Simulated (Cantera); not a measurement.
A freely propagating, adiabatic, planar premixed flame of CH₄ : CO : O₂ : N₂ = 1 : 0.075 : 2.34 : 8.81 (molar parts), equivalence ratio 0.87, unburnt at 375 K and 1200 Torr; multicomponent transport, grid criteria slope 0.08 and curve 0.16, no radiation.

Detailed kinetics in Cantera: GRI-Mech 3.0 (53 species, 325 reactions). Burning velocities carry a grid error of a few per cent, more on coarse grids.

x: mole fraction of selected species; z is measured from the peak of heat release.

```
z (mm)   T (K)  u (m/s)     x CH₄     x CO    x O₂    x N₂O  x C₂H₄     x NO
-------  -----  -------  --------  -------  ------  -------  ------  -------
-0.944     375    0.414    0.0818  0.00613   0.191    <1e-8   <1e-8    <1e-8
-0.629     377    0.416    0.0816  0.00615   0.191    <1e-8     [?]    <1e-8
-0.472     385    0.425    0.0811  0.00625   0.190    <1e-8     [?]    <1e-8
-0.315     449    0.498    0.0776  0.00733   0.186    <1e-8     [?]  6.40e-8
-0.157     863    0.967    0.0549   0.0166   0.153  2.47e-8     [?]  1.33e-6
-0.0786   1274     1.44    0.0300   0.0284   0.114  6.55e-8     [?]  3.45e-6
0         1665     1.88   0.00634   0.0383  0.0690  1.39e-7     [?]  6.64e-6
0.0786    1824     2.06  0.000295   0.0316  0.0454  2.32e-7     [?]  1.04e-5
0.157     1885     2.11   7.20e-6   0.0225  0.0381  2.86e-7     [?]  1.31e-5
0.315     1959     2.18   1.25e-8   0.0146  0.0335  3.19e-7   <1e-8  1.67e-5
0.629     2037     2.26     <1e-8  0.00969  0.0302  3.51e-7   <1e-8  2.19e-5
1.26      2100     2.32     <1e-8  0.00608  0.0278  3.70e-7   <1e-8  2.91e-5
2.52      2138     2.36     <1e-8  0.00345  0.0262  3.27e-7   <1e-8  3.84e-5
```

Q: Some entries are withheld; supply them.

A: 
- -0.629, x C₂H₄: 9.14e-8
- -0.472, x C₂H₄: 8.03e-7
- -0.315, x C₂H₄: 1.11e-5
- -0.157, x C₂H₄: 0.000147
- -0.0786, x C₂H₄: 0.000309
- 0, x C₂H₄: 0.000174
- 0.0786, x C₂H₄: 4.80e-6
- 0.157, x C₂H₄: 3.66e-8
